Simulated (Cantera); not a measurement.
Feed: 1 mol S, 0.0052 mol SO2, 0.97 mol H2, equilibrated at 3000 Pa.

Cantera equilibrium calculation (NASA polynomials, part measured and part estimated; ideal gas, pure solids and liquids). Candidate condensed phases: H2O, H2SO4, S; 19 gas species. Equilibrium is a limit: real reactors are often held back by kinetics, nucleation or transport. All values below are at 1975 K.

Base state: H2 0.605, S2 0.307, H2S 0.0367, SH 0.0291, S 0.00863, H2O 0.00653, H 0.00614, SO 0.000551 (mole fractions); condensed: gas only.

Task: What changes in the equilibrium state with this change: SO2 from 0.0052 to 0.14 mol?

Result: 
| species | before | after |
|---|---|---|
| H2 | 0.605 | 0.441 |
| S2 | 0.307 | 0.322 |
| H2O | 0.00653 | 0.141 |
| SO | 0.000551 | 0.0167 |
| SO2 | 1.20e-5 | 0.0108 |
| H2S | 0.0367 | 0.0274 |
| SH | 0.0291 | 0.0255 |
| S2O | 2.75e-5 | 0.000853 |
| OH | 6.32e-6 | 0.000160 |
| H | 0.00614 | 0.00525 |
| S | 0.00863 | 0.00883 |

Task: What changes in the equilibrium state with this change: pressure from 3000 Pa to 133 Pa?

Result: 
```json
[
 {"species": "H2", "before": "0.605", "after": "0.597"},
 {"species": "S2", "before": "0.307", "after": "0.292"},
 {"species": "S", "before": "0.00863", "after": "0.0399"},
 {"species": "H2S", "before": "0.0367", "after": "0.00745"},
 {"species": "H", "before": "0.00614", "after": "0.0290"},
 {"species": "SH", "before": "0.0291", "after": "0.0282"},
 {"species": "OH", "before": "6.32e-6", "after": "2.23e-5"},
 {"species": "SO", "before": "0.000551", "after": "0.00191"},
 {"species": "SO2", "before": "1.20e-5", "after": "3.11e-5"},
 {"species": "S2O", "before": "2.75e-5", "after": "1.95e-5"},
 {"species": "H2O", "before": "0.00653", "after": "0.00483"}
]
```
